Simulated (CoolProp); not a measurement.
A Linde-Hampson liquefier for ethane: isothermal reversible compression at 320 K from 1 atm to 20 MPa, throttling to 1 atm, return gas leaving the recuperator 0 K below the feed. Each further row changes one setting.

Model: reference Helmholtz-energy equation of state, Bücker 2006, in CoolProp.

| case | liquid yield per pass | compression work (kJ/kg of gas) |
|---|---|---|
| as stated | 0.465 | 366 |
| high pressure 40 MPa | 0.461 | 414 |
| warm-end temperature 350 K | 0.381 | 429 |
| warm-end gap 5 K | 0.458 | 366 |
